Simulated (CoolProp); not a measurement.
Vapour-liquid equilibrium of propane (1) + n-butane (2) at 151 kPa; x and y are mole fractions of (1).

The numbers come from the multi-fluid Helmholtz-energy mixture model, Lemmon 2009 and Bücker 2006; pair parameters Kunz 2012 in CoolProp.

Task: Give the bubble temperature and the first vapour's composition at x = 0.05, 0.85, 0.95. Is there an azeotrope?

Result: x = 0.05: 279.6 K, y = 0.171; x = 0.85: 244.0 K, y = 0.969; x = 0.95: 241.6 K, y = 0.991. No azeotrope shows between x = 0.05 and 0.95.

The pair parameters rest on a limited set of measurements; away from them the model extrapolates.
